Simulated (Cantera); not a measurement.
Cantera with NASA thermochemical tables; ideal gases at 1 bar, condensed phases pure. Values are per mole of reaction as written; species without (g) are pure solids or liquids, kept so even where they would boil at 1 bar.

3 S₂(g) + 4 COS(g) = 4 CS₂(g) + 2 SO₂(g)

| T (K) | ΔH° (kJ) | ΔS° (J/K) | ΔG° (kJ) | log10 K |
|---|---|---|---|---|
| 373 | 42.5 | -163.0 | 103.3 | -14.46 |
| 473 | 42.6 | -162.8 | 119.6 | -13.20 |
| 573 | 42.9 | -162.2 | 135.8 | -12.38 |
| 673 | [?] | [?] | [?] | [?] |
| 773 | [?] | [?] | [?] | [?] |
| 873 | [?] | [?] | [?] | [?] |
| 973 | 45.3 | -159.0 | 200.1 | -10.74 |

### Question
Fill in the missing entries.

### Answer

- 673, ΔH° (kJ): 43.3
- 673, ΔS° (J/K): -161.5
- 673, ΔG° (kJ): 152.0
- 673, log10 K: -11.80
- 773, ΔH° (kJ): 44.0
- 773, ΔS° (J/K): -160.6
- 773, ΔG° (kJ): 168.1
- 773, log10 K: -11.36
- 873, ΔH° (kJ): 44.6
- 873, ΔS° (J/K): -159.8
- 873, ΔG° (kJ): 184.1
- 873, log10 K: -11.02
